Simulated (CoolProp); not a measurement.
Propyne along the isotherm 200.85 °C: Z from the reference equation and from simpler models built on Tc = 129.6 °C, pc = 5.658 MPa, ω = 0.204; each cubic takes its own stable root.

The numbers come from the reference Helmholtz-energy equation of state, Polt 1992 in CoolProp. This equation is an older, rougher fit; its heat capacities, sound speeds and derivatives of the liquid may be far off and weren't checked against measurements.

```json
[
 {"p (MPa)": "1.77", "phase": "gas", "reference": "0.9337"},
 {"p (MPa)": "3.54", "phase": "gas", "reference": "0.8645"},
 {"p (MPa)": "5.3", "phase": "gas", "reference": "0.7923"},
 {"p (MPa)": "7.07", "phase": "supercritical", "reference": "0.7166"},
 {"p (MPa)": "8.84", "phase": "supercritical", "reference": "0.6419"},
 {"p (MPa)": "10.6", "phase": "supercritical", "reference": "0.5790"},
 {"p (MPa)": "12.4", "phase": "supercritical", "reference": "0.5381"},
 {"p (MPa)": "14.1", "phase": "supercritical", "reference": "0.5225"}
]
```

How far does each simpler model (van der Waals, Redlich-Kwong, Soave-Redlich-Kwong, Peng-Robinson) lie from the reference over these 8 states: mean and median of the absolute difference, and the worst?


- van der Waals: mean 4.1 %, median 3.4 %, worst -9.6 % at 200.85 °C and 10.6 MPa
- Redlich-Kwong: mean 1.4 %, median 1.4 %, worst -2.6 % at 200.85 °C and 8.84 MPa
- Soave-Redlich-Kwong: mean 5.2 %, median 4.1 %, worst +12.2 % at 200.85 °C and 14.1 MPa
- Peng-Robinson: mean 1.8 %, median 1.3 %, worst +4.8 % at 200.85 °C and 14.1 MPa
